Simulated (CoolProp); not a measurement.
n-nonane at 298.15 K and 2.02 MPa flows at 3.2 m/s in a round tube of 50 mm bore and 0.25 µm roughness, fully developed (64/Re and Nu = 3.66 if laminar; Colebrook and Gnielinski if turbulent). Each further row changes one setting.

Computed with CoolProp (reference Helmholtz-energy equation of state, Lemmon 2006). It is a short technical equation, of lower accuracy than the large ones.

| case | Reynolds number | Darcy friction factor | pressure drop (Pa/m) | heat-transfer coefficient (W/(m² K)) | mass flow (kg/h) |
|---|---|---|---|---|---|
| as stated | 171000 | 0.0162 | 1180 | 3030 | 16200 |
| velocity 6.4 m/s | 343000 | 0.0142 | 4150 | 5580 | 32400 |
| diameter 100 mm | 343000 | 0.0141 | 518 | 2790 | 64800 |

Viscosity comes from a separate model (Huber 2004). Thermal conductivity comes from a separate model (Huber 2005).
